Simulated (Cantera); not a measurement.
Input (Python, Cantera):

```python
import numpy as np
import cantera as ct

gas = ct.Solution("gri30.yaml")
gas.TP = 300, 150000
flame = ct.CounterflowDiffusionFlame(gas, width=0.02)
flame.fuel_inlet.X, flame.fuel_inlet.T = {'CH4': 1}, 400
flame.oxidizer_inlet.X, flame.oxidizer_inlet.T = {'O2': 0.24, 'N2': 0.76}, 823
flame.set_refine_criteria(ratio=3, slope=0.12, curve=0.24, prune=0.03)
show = ['OH', 'H', 'NO', 'CO', 'C2H2']

rows = []
print(f"{'mdot':>8s}{'a_max':>10s}{'a_mean':>10s}{'Tmax/K':>9s}" + "".join(f"{s:>11s}" for s in show) + "   (peak mole fractions)")
for i, mdot in enumerate([0.38, 0.46, 0.57, 0.7, 0.86, 1.1, 1.3, 1.6, 1.9, 2.4]):  # kg/m2/s on the oxidiser side
    flame.oxidizer_inlet.mdot, flame.fuel_inlet.mdot = mdot, 1.2 * mdot
    flame.solve(loglevel=0, auto=(i == 0))
    if flame.T.max() < max(400, 823) + 100:
        print(f"{mdot:8.3g}  no burning solution found from the previous one")
        break
    dT = np.abs(np.gradient(flame.T, flame.grid))
    rows.append([flame.strain_rate("max"), flame.strain_rate("mean"), flame.T.max(),
                 *(flame.X[gas.species_index(s)].max() for s in show), max(dT[0], dT[-1]) / dT.max()])
    print(f"{mdot:8.3g}{rows[-1][0]:10.1f}{rows[-1][1]:10.1f}{rows[-1][2]:9.1f}" + "".join(f"{x:11.3e}" for x in rows[-1][3:-1]))
```

Result:

```
    mdot     a_max    a_mean   Tmax/K         OH          H         NO         CO       C2H2   (peak mole fractions)
    0.38     296.7      61.4   2413.9  1.381e-02  5.743e-03  7.064e-04  8.455e-02  2.177e-02
    0.46     353.3      74.4   2397.6  1.386e-02  5.869e-03  6.516e-04  8.311e-02  2.128e-02
    0.57     429.9      92.1   2382.6  1.392e-02  6.049e-03  6.032e-04  8.178e-02  2.084e-02
     0.7     518.8     113.2   2370.3  1.396e-02  6.226e-03  5.631e-04  8.062e-02  2.039e-02
    0.86     627.2     139.0   2360.6  1.404e-02  6.421e-03  5.286e-04  7.959e-02  1.992e-02
     1.1     786.7     177.8   2350.4  1.410e-02  6.654e-03  4.904e-04  7.850e-02  1.934e-02
     1.3     917.5     210.2   2343.3  1.410e-02  6.797e-03  4.649e-04  7.776e-02  1.893e-02
     1.6    1110.9     258.6   2334.4  1.408e-02  6.973e-03  4.334e-04  7.689e-02  1.839e-02
     1.9    1301.4     307.1   2326.4  1.401e-02  7.102e-03  4.067e-04  7.618e-02  1.794e-02
     2.4    1613.8     388.0   2314.7  1.388e-02  7.263e-03  3.693e-04  7.524e-02  1.723e-02
```

Cantera simulation using GRI-Mech 3.0 (53 species, 325 reactions); the numbers are that mechanism's predictions, not measurements. GRI-Mech 3.0 has no aromatics or soot, which form on the fuel side of real flames. The maximum strain rate includes the flame's own expansion and is several times the mean.
